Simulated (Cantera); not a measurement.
**Adiabatic ignition**

An adiabatic, constant-volume homogeneous reactor starts with CH4 : C2H6 : C3H8 : O2 : N2 : CO2 = 1 : 0.065 : 0.15 : 8.27 : 69.5 : 1.1 (molar parts), equivalence ratio 0.36, at 1675 K and 21.0 bar.

Model: GRI-Mech 3.0 (53 species, 325 reactions), integrated in Cantera. The pressure lies above the range GRI-Mech 3.0 was tuned for (to about 10 atm).

| t (s) | T (K) | P (bar) | x CH4 | x C2H6 | x C3H8 | x H2 | x HO2 | x O | x H2O2 |
|---|---|---|---|---|---|---|---|---|---|
| 2.00e-6 | 1675 | 21.0 | 0.0120 | 0.000765 | 0.00135 | 0.000231 | 6.37e-5 | 9.10e-6 | 1.22e-6 |
| 6.32e-6 | 1752 | 22.1 | 0.00738 | 0.000320 | 9.36e-5 | 0.00280 | 0.000257 | 7.10e-5 | 7.62e-6 |
| 2.00e-5 | 2155 | 27.1 | <1e-12 | <1e-12 | <1e-12 | 0.000124 | 8.64e-6 | 0.000490 | 3.03e-7 |
| 6.32e-5 | 2188 | 27.5 | <1e-12 | <1e-12 | <1e-12 | 2.96e-5 | 3.28e-6 | 0.000132 | 1.55e-7 |
| 0.000200 | 2188 | 27.5 | <1e-12 | <1e-12 | <1e-12 | 2.73e-5 | 3.19e-6 | 0.000123 | 1.52e-7 |
| 0.000632 | 2188 | 27.5 | <1e-12 | <1e-12 | <1e-12 | 2.72e-5 | 3.18e-6 | 0.000123 | 1.52e-7 |
| 0.00200 | 2188 | 27.5 | <1e-12 | <1e-12 | <1e-12 | 2.72e-5 | 3.18e-6 | 0.000123 | 1.51e-7 |
| 0.00632 | 2186 | 27.5 | <1e-12 | <1e-12 | <1e-12 | 2.70e-5 | 3.15e-6 | 0.000121 | 1.50e-7 |
| 0.0200 | 2182 | 27.4 | <1e-12 | <1e-12 | <1e-12 | 2.65e-5 | 3.08e-6 | 0.000118 | 1.48e-7 |
| 0.0632 | 2174 | 27.3 | <1e-12 | <1e-12 | <1e-12 | 2.55e-5 | 2.95e-6 | 0.000111 | 1.43e-7 |
| 0.200 | 2169 | 27.3 | <1e-12 | <1e-12 | <1e-12 | 2.48e-5 | 2.87e-6 | 0.000106 | 1.40e-7 |
x: mole fraction; the columns are a selection and need not sum to one.

- time of steepest temperature rise: 8.46 µs
- temperature at 0.200 s: 2169 K
- equilibrium temperature: 2168 K
- x(CH4) at 0.200 s: <1e-12 (gas-phase equilibrium <1e-12)
- x(C2H6) at 0.200 s: <1e-12 (gas-phase equilibrium <1e-12)
- x(C3H8) at 0.200 s: <1e-12 (gas-phase equilibrium <1e-12)
